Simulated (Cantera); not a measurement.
Input: 1 mol MgCO3, 0.081 mol H2O, 0.1 mol O2, equilibrated at 3450 Torr.

Cantera equilibrium calculation (NASA polynomials, part measured and part estimated; ideal gas, pure solids and liquids). Candidate condensed phases: C, C6H6, C7H8, C8H18, H2O, Mg, MgCO3, MgO, Mg(OH)2; 116 gas species. Kinetics and transport are ignored.

Task: Which condensed phases are stable at each of these points (T (°C)): 450, 525, 600, 675, 750, 825, 900, 975, 1050, 1125, 1200, 1275, 1350, 1425?

Result: 
```json
[
 {"T (°C)": "450", "condensed phases": "MgCO3(s) + MgO(s)", "Mg condensed (%)": "100.0"},
 {"T (°C)": "525", "condensed phases": "MgO(s)", "Mg condensed (%)": "100.0"},
 {"T (°C)": "600", "condensed phases": "MgO(s)", "Mg condensed (%)": "100.0"},
 {"T (°C)": "675", "condensed phases": "MgO(s)", "Mg condensed (%)": "100.0"},
 {"T (°C)": "750", "condensed phases": "MgO(s)", "Mg condensed (%)": "100.0"},
 {"T (°C)": "825", "condensed phases": "MgO(s)", "Mg condensed (%)": "100.0"},
 {"T (°C)": "900", "condensed phases": "MgO(s)", "Mg condensed (%)": "100.0"},
 {"T (°C)": "975", "condensed phases": "MgO(s)", "Mg condensed (%)": "100.0"},
 {"T (°C)": "1050", "condensed phases": "MgO(s)", "Mg condensed (%)": "100.0"},
 {"T (°C)": "1125", "condensed phases": "MgO(s)", "Mg condensed (%)": "100.0"},
 {"T (°C)": "1200", "condensed phases": "MgO(s)", "Mg condensed (%)": "100.0"},
 {"T (°C)": "1275", "condensed phases": "MgO(s)", "Mg condensed (%)": "100.0"},
 {"T (°C)": "1350", "condensed phases": "MgO(s)", "Mg condensed (%)": "100.0"},
 {"T (°C)": "1425", "condensed phases": "MgO(s)", "Mg condensed (%)": "100.0"}
]
```

At 450 °C the condensed part is MgCO3(s) + MgO(s). From 525 °C to 1425 °C the condensed part is MgO(s).
